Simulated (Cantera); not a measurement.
CHF3 + H2 (fluorocarbon and chlorocarbon gases)

Input: 1 mol CHF3, 9.6 mol H2, equilibrated at 17.0 mbar.

Cantera equilibrium calculation (NASA polynomials, part measured and part estimated; ideal gas, pure solids and liquids). Candidate condensed phases: C, C6H6, C7H8, C8H18; 95 gas species. Rates play no part.

```json
[
 {"T (K)": "1523", "x H2": "0.741", "x HF": "0.259", "x H": "0.000153", "x C2H2 (acetylene)": "8.76e-6", "x CH4": "2.15e-5", "x F": "1.72e-9", "x C2H": "3.91e-12", "x C4H2": "3.97e-11", "n C(graphite)": "1.000"},
 {"T (K)": "1598", "x H2": "0.741", "x HF": "0.259", "x H": "0.000351", "x C2H2 (acetylene)": "2.00e-5", "x CH4": "1.54e-5", "x F": "6.54e-9", "x C2H": "3.15e-11", "x C4H2": "2.08e-10", "n C(graphite)": "0.999"},
 {"T (K)": "1673", "x H2": "0.741", "x HF": "0.259", "x H": "0.000752", "x C2H2 (acetylene)": "4.22e-5", "x CH4": "1.13e-5", "x F": "2.21e-8", "x C2H": "2.10e-10", "x C4H2": "9.38e-10", "n C(graphite)": "0.999"},
 {"T (K)": "1748", "x H2": "0.740", "x HF": "0.258", "x H": "0.00151", "x C2H2 (acetylene)": "8.36e-5", "x CH4": "8.56e-6", "x F": "6.71e-8", "x C2H": "1.19e-9", "x C4H2": "3.71e-9", "n C(graphite)": "0.998"},
 {"T (K)": "1823", "x H2": "0.739", "x HF": "0.258", "x H": "0.00286", "x C2H2 (acetylene)": "0.000156", "x CH4": "6.62e-6", "x F": "1.87e-7", "x C2H": "5.82e-9", "x C4H2": "1.31e-8", "n C(graphite)": "0.996"},
 {"T (K)": "1898", "x H2": "0.737", "x HF": "0.258", "x H": "0.00515", "x C2H2 (acetylene)": "0.000277", "x CH4": "5.22e-6", "x F": "4.79e-7", "x C2H": "2.51e-8", "x C4H2": "4.16e-8", "n C(graphite)": "0.993"},
 {"T (K)": "1973", "x H2": "0.733", "x HF": "0.257", "x H": "0.00886", "x C2H2 (acetylene)": "0.000470", "x CH4": "4.17e-6", "x F": "1.14e-6", "x C2H": "9.68e-8", "x C4H2": "1.21e-7", "n C(graphite)": "0.989"},
 {"T (K)": "2048", "x H2": "0.728", "x HF": "0.257", "x H": "0.0147", "x C2H2 (acetylene)": "0.000763", "x CH4": "3.38e-6", "x F": "2.57e-6", "x C2H": "3.37e-7", "x C4H2": "3.23e-7", "n C(graphite)": "0.982"},
 {"T (K)": "2123", "x H2": "0.720", "x HF": "0.256", "x H": "0.0233", "x C2H2 (acetylene)": "0.00119", "x CH4": "2.75e-6", "x F": "5.46e-6", "x C2H": "1.07e-6", "x C4H2": "8.00e-7", "n C(graphite)": "0.972"},
 {"T (K)": "2198", "x H2": "0.708", "x HF": "0.254", "x H": "0.0359", "x C2H2 (acetylene)": "0.00180", "x CH4": "2.25e-6", "x F": "1.10e-5", "x C2H": "3.14e-6", "x C4H2": "1.85e-6", "n C(graphite)": "0.957"},
 {"T (K)": "2273", "x H2": "0.692", "x HF": "0.252", "x H": "0.0536", "x C2H2 (acetylene)": "0.00261", "x CH4": "1.84e-6", "x F": "2.13e-5", "x C2H": "8.52e-6", "x C4H2": "4.02e-6", "n C(graphite)": "0.937"}
]
```
x: gas mole fraction; n: condensed amount in mol.

From 1523 K to 2273 K the condensed part is C(graphite). The main C-bearing gas is CH4 at 1523 K and C2H2 (acetylene) at 2273 K. The share of C in condensed phases is highest at 1523 K (100.0 %) and lowest at 2273 K (93.7 %).
